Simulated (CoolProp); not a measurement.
Vapour-liquid equilibrium of n-butane (1) + R113 (2) at 313.4 K; x and y are mole fractions of (1).

Model: multi-fluid Helmholtz-energy mixture model, Bücker 2006 and Marx 1992; pair parameters Bell 2016, in CoolProp.

```csv
x,"bubble pressure, mixture model (MPa)","bubble pressure, Raoult's law (MPa)","y, mixture model","y, Raoult's law"
0.05,0.09812,0.09404,[?],0.203
0.2,[?],0.1394,0.566,0.547
0.35,0.1998,0.1847,[?],0.722
0.5,0.2436,0.2300,0.813,0.828
0.65,[?],0.2754,0.880,0.900
0.8,[?],0.3207,0.934,0.951
0.95,[?],0.3660,[?],0.989
```

Question: Fill in the missing entries.

Answer: 
- 0.05, y, mixture model: 0.228
- 0.2, bubble pressure, mixture model (MPa): 0.1517
- 0.35, y, mixture model: 0.720
- 0.65, bubble pressure, mixture model (MPa): 0.2849
- 0.8, bubble pressure, mixture model (MPa): 0.3253
- 0.95, bubble pressure, mixture model (MPa): 0.3668
- 0.95, y, mixture model: 0.984

The largest gap from Raoult's law is +8.8 % in bubble pressure, at x = 0.2. No azeotrope shows between x = 0.05 and 0.95.

The pair parameters rest on a limited set of measurements; away from them the model extrapolates.
